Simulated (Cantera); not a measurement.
Input: 1 mol Si, 0.0019 mol O₂, 150 mol H₂, at 82.5 Torr.

Cantera equilibrium calculation (NASA polynomials, part measured and part estimated; ideal gas, pure solids and liquids). Candidate condensed phases: H₂O, Si, SiO₂; 18 gas species. Gases not in the tables: Si₂H₆ and higher silanes. Kinetics and transport are ignored.

Task: Which condensed phases are stable at each of these points (T (K)): 1450, 1550, 1650, 1750, 1850, 1950, 2050, 2150?

Result: 
| T (K) | condensed phases | Si condensed (%) |
|---|---|---|
| 1450 | Si(s) | 99.6 |
| 1550 | Si(s) | 99.6 |
| 1650 | Si(s) | 99.4 |
| 1750 | Si(l) | 99.0 |
| 1850 | Si(l) | 97.8 |
| 1950 | Si(l) | 94.3 |
| 2050 | Si(l) | 84.5 |
| 2150 | Si(l) | 59.1 |

From 1450 K to 1650 K the condensed part is Si(s). From 1750 K to 2150 K the condensed part is Si(l).
